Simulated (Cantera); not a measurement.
**Thermodynamics of silicon epitaxy and polysilicon growth, feed SiH4 + Cl2 + H2**

Feed: 1 mol SiH4, 0.15 mol Cl2, 930 mol H2, held at 675 °C and 1 atm.

Cantera equilibrium calculation (NASA polynomials, part measured and part estimated; ideal gas, pure solids and liquids). Candidate condensed phases: Si; 19 gas species. Rates play no part.

```yaml
x(H2): 1.000
x(HCl): 0.000297
x(SiH2Cl2): 5.51e-6
x(SiHCl3): 3.58e-6
x(SiH3Cl): 2.11e-6
n(Si(s)): 0.989 mol
gas_amount: 932.1 mol
```
